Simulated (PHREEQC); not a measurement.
A column of 0.1 m (40 cells, dispersivity 0.005 m, 300 s a shift, diffusion coefficient 3e-10 m²/s) holds 0.0012 eq of the database's cation exchanger X per kg of pore water, first in equilibrium with 3.4 mmol/kgw MgSO4 and 0.01 mmol/kgw HCl. It is flushed with 0.0017 mol CaCl2 and 1e-05 mol HCl per kg of water, at 15 °C. Values are for the last cell. The system is closed to CO2. Nothing may precipitate in this run.

The series has 31 steps of pore volumes, from 0 to 3.013.

The numbers come from PHREEQC with the ion-association model, phreeqc.dat.

### Question
After how many pore volumes does Ca at the outlet first reach half of its feed value?

### Answer
By 1.3 pore volumes.

Species that the database lacks are ignored.
